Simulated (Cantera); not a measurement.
A perfectly stirred reactor is fed with NH3 : H2 = 1 : 5.3 (molar parts), at 608 Torr; it is held at 1473 K, and followed from long to short residence time.

Model: the gas-phase N/H chemistry of the illustrative SiF4/NH3 mechanism in the Surface Chemkin manual (1991), integrated in Cantera. Walls and surfaces, which speed up NH3 decomposition in real reactors, are not modelled.

### Question
What does this change do: temperature 1473 to 1898 K?

### Answer
```
quantity                  before     after
----------------------  --------  --------
x(NH3) at τ = 16.0 s       0.155   0.00744
x(H2) at τ = 16.0 s        0.843     0.927
x(N2H2) at τ = 16.0 s    3.62e-9   3.37e-9
x(N) at τ = 16.0 s      1.05e-10   7.50e-8
x(H) at τ = 16.0 s       1.23e-5  0.000790
x(NH3) at τ = 19.0 ms      0.159     0.146
x(H2) at τ = 19.0 ms       0.841     0.848
x(N2H2) at τ = 19.0 ms   1.69e-9   2.89e-7
x(N) at τ = 19.0 ms     3.22e-11   2.31e-7
x(H) at τ = 19.0 ms      8.22e-6  0.000395
```
